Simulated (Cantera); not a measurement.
A perfectly stirred reactor is fed with 5.24 % CH4, 0.576 % C2H6, 19.8 % O2, 74.3 % N2, at 4.80 bar; it is adiabatic with a 650 K inlet, and is followed from long to short residence time, starting on the burning branch (τ in s: 0.36, 0.12, 0.043, 0.015, 0.0052, 0.0018, 0.00063, 0.00022, 7.6e-05, 2.6e-05).

Computed with Cantera and GRI-Mech 3.0 (53 species, 325 reactions).

One state of this run: T (K) = 1959; x CH4 = 8.90e-5; x C2H6 = 2.37e-6; x O2 = 0.0743; x HO2 = 1.26e-5; x H2O2 = 4.55e-7. x: mole fraction; the columns are a selection and need not sum to one.

Problem. Which value of τ (s) does it belong to?
A) 0.12
B) 0.00063
C) 0.0018
D) 2.6e-5

Solution. B, 0.00063
